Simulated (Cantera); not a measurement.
Transport properties of process gases

Gas mixture: 100 % CO, at 1.01 bar, frozen composition.

Cantera's kinetic-theory transport with the Lennard-Jones parameters of GRI-Mech 3.0, ideal gas; thermal conductivity in the multicomponent form.

```
T (K)  ρ (kg/m³)  cp (J/kg/K)  μ (µPa s)  λ (mW/m/K)     Pr  D (cm²/s) CH4  D (cm²/s) NO  D (cm²/s) NH3
-----  ---------  -----------  ---------  ----------  -----  -------------  ------------  -------------
400        0.853         1049       22.0        31.9  0.722          0.370         0.336          0.378
650        0.525         1098       30.7        47.0  0.718          0.854         0.768          0.917
900        0.379         1164       38.1        61.9  0.716           1.48          1.33           1.62
1150       0.297         1211       44.7        75.7  0.715           2.23          1.99           2.47
1400       0.244         1246       50.8        88.6  0.714           3.09          2.76           3.45
1650       0.207         1271       56.5         101  0.714           4.06          3.63           4.56
1900       0.180         1289       61.9         112  0.713           5.13          4.59           5.77
2150       0.159         1301       67.0         122  0.713           6.30          5.63           7.09
2400       0.142         1311       72.0         132  0.712           7.56          6.75           8.52
```
D: mixture-averaged diffusion coefficient of that species in the mixture.
